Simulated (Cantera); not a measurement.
Input: 1 mol MgO, 0.015 mol C, 1.8 mol H2, at 7.50 Torr.

Method: chemical equilibrium by Gibbs-energy minimisation in Cantera with the NASA 1993 tables (ideal gas, pure condensed phases). Candidate condensed phases: C, C6H6, C7H8, C8H18, H2O, Mg, MgCO3, MgO, Mg(OH)2; 116 gas species. The tables' values for MgH are old estimates; treat these amounts as uncertain. Equilibrium is a limit: real reactors are often held back by kinetics, nucleation or transport. All values below are at 1502 °C.

Base state: H2 0.974, Mg 0.0115, CO 0.00815, H2O 0.00338, H 0.00286, MgH 1.51e-5 (mole fractions); condensed: MgO(s).

**Question.** What changes in the equilibrium state with this change: pressure from 7.50 Torr to 3000 Torr?

**Answer.** 
| species | before | after |
|---|---|---|
| H2 | 0.974 | 0.985 |
| CO | 0.00815 | 0.00644 |
| Mg | 0.0115 | 0.00629 |
| H2O | 0.00338 | 1.56e-5 |
| CH4 | <1e-9 | 0.00171 |
| C2H2 (acetylene) | <1e-9 | 3.87e-5 |
| H | 0.00286 | 0.000144 |
| MgO(s), mol | 0.979 | 0.988 |
